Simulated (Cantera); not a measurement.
Feed: 1 mol AlI3, 2.6 mol N2O, 16 mol N2, 10 mol O2, at 0.490 bar.

These are equilibrium values from Cantera (NASA tables, ideal gas, pure condensed phases), not measurements of a reactor. Candidate condensed phases: Al, AlI3, AlN, Al2O3, I2; 21 gas species. Kinetics and transport are ignored. All values below are at 1602 °C.

Base state: N2 0.576, O2 0.325, I 0.0929, NO 0.00565, I2 0.000229, O 0.000196, NO2 1.07e-5 (mole fractions); condensed: Al2O3(s).

Task: What changes in the equilibrium state with this change: AlI3 replaced by Al?

Result: 
| species | before | after |
|---|---|---|
| N2 | 0.576 | 0.635 |
| O2 | 0.325 | 0.359 |
| NO | 0.00565 | 0.00623 |
| I | 0.0929 | 0 |
| I2 | 0.000229 | 0 |
| NO2 | 1.07e-5 | 1.24e-5 |
| O | 0.000196 | 0.000206 |
| Al2O3(s), mol | 0.500 | 0.500 |

Task: What changes in the equilibrium state with this change: pressure from 0.490 bar to 0.00130 bar?

Result: 
```
species          before    after
-------------  --------  -------
N2                0.576    0.575
O2                0.325    0.323
I                0.0929   0.0931
O              0.000196  0.00379
I2             0.000229  6.12e-7
NO2             1.07e-5  5.45e-7
NO              0.00565  0.00562
Al2O3(s), mol     0.500    0.500
```
